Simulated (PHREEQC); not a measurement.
A solution holds 0.0051 mol/kgw CdSO4, 0.0039 mol/kgw KCl and 0.031 mol/kgw NiCl2, at 25 °C. Closed to the air; pH follows from the charge balance.

The numbers come from PHREEQC with the ion-association model, wateq4f.dat.

```csv
quantity,before,after
pH,5.84,6.65
Cl- (mol/kgw),0.0600,0.000656
Ni+2 (mol/kgw),0.0272,0.000307
NiCl+ (mol/kgw),0.00151,4.34e-7
NiCl2 (mol/kgw),0.000193,9.58e-10
SI of Ni(OH)2 (Ni(OH)2),-1.12,-1.09
```

Q: What was changed between the two runs?
A) CdSO4 left out
B) diluted 100-fold with water
C) CdSO4 replaced by NiSO4 at the same molality

A: B, diluted 100-fold with water

Precipitation was switched off in this run.
